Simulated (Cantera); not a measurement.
What does this Cantera script print?

```python
import numpy as np
import cantera as ct

gas_names = """
    SiO SF4 O S2 SiF4
""".split()
cond_names = """

""".split()


# ... load() reads the species with a 1 bar reference pressure and builds the phases ...
species = {s.name: s for s in load("nasa_gas.yaml", gas_names) + load("nasa_condensed.yaml", cond_names)}
# Each term lists the table entries of one substance; the one whose range holds T is used.
reactions = {
    '2 SiO(g) + 2 SF4(g) = 2 O(g) + S2(g) + 2 SiF4(g)':
        [(-2, ['SiO']), (-2, ['SF4']), (2, ['O']), (1, ['S2']), (2, ['SiF4'])],
}


def pick(names, T):
    return next(species[n] for n in names if species[n].thermo.min_temp <= T <= species[n].thermo.max_temp)


results = []
for label, terms in reactions.items():
    print(label)
    print("     T/K   dH/kJ  dS/(J/K)   dG/kJ   log10 K")
    for T in [300, 1273, 1373, 1473, 1573, 1673, 1773, 1873]:
        used = [(nu, pick(names, T)) for nu, names in terms]
        dH = sum(nu * s.thermo.h(T) for nu, s in used) / 1e6
        dS = sum(nu * s.thermo.s(T) for nu, s in used) / 1e3
        dG = dH - T * dS / 1e3
        logK = -dG * 1e6 / (ct.gas_constant * T * np.log(10))
        results.append((label, T, dH, dS, dG, logK, [s.name for _, s in used]))
        print(f"{T:8g} {dH:8.1f} {dS:8.1f} {dG:8.1f} {logK:8.2f}")
```

Result:

```
2 SiO(g) + 2 SF4(g) = 2 O(g) + S2(g) + 2 SiF4(g)
     T/K   dH/kJ  dS/(J/K)   dG/kJ   log10 K
     300   -876.0     93.5   -904.1   157.41
    1273   -871.2    101.1   -999.9    41.03
    1373   -870.7    101.5  -1010.0    38.42
    1473   -870.1    101.8  -1020.2    36.18
    1573   -869.6    102.2  -1030.4    34.21
    1673   -869.0    102.5  -1040.6    32.49
    1773   -868.4    102.9  -1050.9    30.96
    1873   -867.8    103.2  -1061.2    29.59
```

Cantera with NASA thermochemical tables; ideal gases at 1 bar, condensed phases pure. Condensed species are held in their standard states even where they would react or evaporate.
